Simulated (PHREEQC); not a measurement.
Consider water at 73 °C with 1.5e-05 mol CaSO4, 0.16 mol NaF and 0.0045 mol KCl per kg of water. Closed to the air; pH follows from the charge balance.

Equilibrium calculation in PHREEQC: ion-association model, wateq4f.dat.

No solid was allowed to form.

Question: Order these S species by the share of S that they hold, largest first: NaSO4-, SO4-2, KSO4-.

Answer: SO4-2 (77 %), NaSO4- (22 %), KSO4- (1.4 %)

The pH is 7.71 and the ionic strength 0.158 mol/kgw. Examples of supersaturated solids here: Fluorite. Others may be too. Constants without temperature data keep their 25 °C values here.
